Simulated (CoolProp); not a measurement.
Neopentane along the isotherm 72.15 °C: fugacity coefficient from the reference equation and from simpler models built on Tc = 160.6 °C, pc = 31.96 bar, ω = 0.196; each cubic takes its own stable root.

The numbers come from the reference Helmholtz-energy equation of state, Lemmon 2006 in CoolProp. It is a short technical equation, of lower accuracy than the large ones.

```json
[
 {"p (bar)": "1.07", "phase": "gas", "reference": "0.9767"},
 {"p (bar)": "2.13", "phase": "gas", "reference": "0.9537"},
 {"p (bar)": "3.2", "phase": "gas", "reference": "0.9305"},
 {"p (bar)": "4.26", "phase": "gas", "reference": "0.9074"},
 {"p (bar)": "5.33", "phase": "gas", "reference": "0.8839"},
 {"p (bar)": "6.39", "phase": "liquid", "reference": "0.8365"},
 {"p (bar)": "7.46", "phase": "liquid", "reference": "0.7202"},
 {"p (bar)": "8.52", "phase": "liquid", "reference": "0.6338"},
 {"p (bar)": "9.59", "phase": "liquid", "reference": "0.5660"},
 {"p (bar)": "10.7", "phase": "liquid", "reference": "0.5099"},
 {"p (bar)": "11.7", "phase": "liquid", "reference": "0.4686"},
 {"p (bar)": "12.8", "phase": "liquid", "reference": "0.4305"},
 {"p (bar)": "13.9", "phase": "liquid", "reference": "0.3985"},
 {"p (bar)": "14.9", "phase": "liquid", "reference": "0.3736"},
 {"p (bar)": "16", "phase": "liquid", "reference": "0.3497"}
]
```

Question: How far does each simpler model (Redlich-Kwong, Soave-Redlich-Kwong, Peng-Robinson) lie from the reference over these 15 states: mean and median of the absolute difference, and the worst?

Answer: 
- Redlich-Kwong: mean 12.4 %, median 19.8 %, worst +20.3 % at 72.15 °C and 16 bar
- Soave-Redlich-Kwong: mean 0.8 %, median 1.1 %, worst +1.4 % at 72.15 °C and 16 bar
- Peng-Robinson: mean 0.8 %, median 0.9 %, worst -1.1 % at 72.15 °C and 16 bar

At some of these states Redlich-Kwong gives the other phase, because its saturation line lies elsewhere.
